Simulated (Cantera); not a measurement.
What does this Cantera script print?

```python
import numpy as np
import cantera as ct

gas_names = """
    C CN CO CO2 C2 CCN CNC C2N2 C2O C3 C3O2 C4 C4N2 C5 N NCO NO NO2 NO3 N2 N2O O O2 O3 Pb PbO Pb2
""".split()
cond_names = """
    C(gr) Pb(cr) Pb(L) PbO(rd) PbO(yw) PbO(L) PbO2(s) Pb3O4(s)
""".split()


# ... load() reads the species with a 1 bar reference pressure and builds the phases ...
atoms = {
    'PbO': {'Pb': 1, 'O': 1},
    'CO': {'C': 1, 'O': 1},
    'N2': {'N': 2},
}
top_T = {'C(gr)': 4500, 'Pb3O4(s)': 820}  # K; cautious upper limits of use, not melting points


# ... equilibrate(T, P, feed) seeds the gas with the atoms and calls Mixture.equilibrate('TP', solver="vcs", rtol=1e-11, max_steps=5000) ...
results = []
feed = {'PbO': 1, 'CO': 3.5, 'N2': 0.18}  # mol
P = 650000  # Pa
for T in [1023, 1073, 1123, 1173, 1223, 1273, 1323, 1373, 1423, 1473, 1523]:
    mix = equilibrate(T, P, feed)
    results.append((T, P, feed, dict(zip(mix.species_names, mix.species_moles))))
    x = sorted(zip(gas.X, gas.species_names), reverse=True)
    print(f"T = {T:g} K  P = {P:g} Pa  gas = {mix.phase_moles(0):.4g} mol")
    print("   x: " + "  ".join(f"{s} {v:.3e}" for v, s in x if v > 0.001))
    print("   condensed (mol): " + ("  ".join(f"{mix.phase(i).name} {mix.phase_moles(i):.4g}"
          for i in range(1, mix.n_phases) if mix.phase_moles(i) > 1e-12) or "none"))
```

Result:

```
T = 1023 K  P = 650000 Pa  gas = 3.15 mol
   x: CO2 4.858e-01  CO 4.571e-01  N2 5.714e-02
   condensed (mol): C(gr) 0.5301  Pb(L) 1
T = 1073 K  P = 650000 Pa  gas = 3.494 mol
   x: CO 6.090e-01  CO2 3.395e-01  N2 5.152e-02
   condensed (mol): C(gr) 0.1861  Pb(L) 1
T = 1123 K  P = 650000 Pa  gas = 3.68 mol
   x: CO 6.793e-01  CO2 2.717e-01  N2 4.891e-02
   condensed (mol): Pb(L) 0.9999
T = 1173 K  P = 650000 Pa  gas = 3.68 mol
   x: CO 6.793e-01  CO2 2.717e-01  N2 4.891e-02
   condensed (mol): Pb(L) 0.9998
T = 1223 K  P = 650000 Pa  gas = 3.681 mol
   x: CO 6.793e-01  CO2 2.717e-01  N2 4.891e-02
   condensed (mol): Pb(L) 0.9995
T = 1273 K  P = 650000 Pa  gas = 3.681 mol
   x: CO 6.792e-01  CO2 2.717e-01  N2 4.890e-02
   condensed (mol): Pb(L) 0.999
T = 1323 K  P = 650000 Pa  gas = 3.682 mol
   x: CO 6.790e-01  CO2 2.716e-01  N2 4.889e-02
   condensed (mol): Pb(L) 0.998
T = 1373 K  P = 650000 Pa  gas = 3.684 mol
   x: CO 6.787e-01  CO2 2.715e-01  N2 4.886e-02
   condensed (mol): Pb(L) 0.9964
T = 1423 K  P = 650000 Pa  gas = 3.686 mol
   x: CO 6.782e-01  CO2 2.713e-01  N2 4.883e-02  Pb 1.724e-03
   condensed (mol): Pb(L) 0.9936
T = 1473 K  P = 650000 Pa  gas = 3.691 mol
   x: CO 6.774e-01  CO2 2.710e-01  N2 4.877e-02  Pb 2.897e-03
   condensed (mol): Pb(L) 0.9893
T = 1523 K  P = 650000 Pa  gas = 3.697 mol
   x: CO 6.762e-01  CO2 2.705e-01  N2 4.868e-02  Pb 4.700e-03
   condensed (mol): Pb(L) 0.9826
```

Equilibrium computed with Cantera from the NASA thermochemical tables; the gas is ideal and each condensed phase is pure.
